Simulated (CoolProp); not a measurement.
Properties of sulfur hexafluoride along the isobar 5.46 MPa (Tc = 45.6 °C, pc = 3.755 MPa, ω = 0.210).

Model: reference Helmholtz-energy equation of state, Guder 2009, in CoolProp.

```csv
T (°C),phase,cp (kJ/(kg K)),expansivity (1/kK)
-39.35,liquid,0.8494,2.604
-22.05,liquid,0.8987,2.989
-4.85,liquid,0.9547,3.561
12.45,liquid,1.027,4.519
29.75,liquid,…,6.446
47.05,supercritical,1.419,12.30
64.25,supercritical,…,41.87
81.55,supercritical,1.348,16.93
98.85,supercritical,1.083,…
116.15,supercritical,0.9954,7.064
133.35,supercritical,0.9586,5.627
150.65,supercritical,0.9418,4.724
167.95,supercritical,0.9347,4.102
185.25,supercritical,0.9329,3.644
202.45,supercritical,0.9339,3.293
219.75,supercritical,0.9366,3.011
```

### Question
What belongs in the gaps?

### Answer

- 29.75, cp (kJ/(kg K)): 1.142
- 64.25, cp (kJ/(kg K)): 2.452
- 98.85, expansivity (1/kK): 9.789

The peak of cp marks the crossing from liquid-like to gas-like fluid above the critical point.
